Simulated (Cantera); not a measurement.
Mixture: CH₄ : O₂ : N₂ = 1 : 3.7 : 13.9 (molar parts), equivalence ratio 0.54, at 0.711 atm, adiabatic and at constant volume. Ignition delay is the time to a rise of 400 K.

Cantera simulation using GRI-Mech 3.0 (53 species, 325 reactions); the numbers are that mechanism's predictions, not measurements.

Question: What does this change do: pressure from 0.711 atm to 5.03 atm?

Answer: 
```tsv
quantity	before	after
delay at 1300 K	10.7 ms	2.04 ms
delay at 1400 K	3.24 ms	0.672 ms
delay at 1500 K	1.19 ms	0.248 ms
delay at 1600 K	0.521 ms	0.103 ms
delay at 1700 K	0.259 ms	47.8 µs
apparent activation energy between 1600 and 1700 K	160 kJ/mol	170 kJ/mol
```

Question: What does this change do: CH4 1 to 0.52 parts?

Answer: 
```
quantity                                                before       after
--------------------------------------------------  ----------  ----------
delay at 1300 K                                        10.7 ms     8.05 ms
delay at 1400 K                                        3.24 ms     2.63 ms
delay at 1500 K                                        1.19 ms     1.06 ms
delay at 1600 K                                       0.521 ms    0.501 ms
delay at 1700 K                                       0.259 ms    0.264 ms
apparent activation energy between 1600 and 1700 K  160 kJ/mol  150 kJ/mol
```
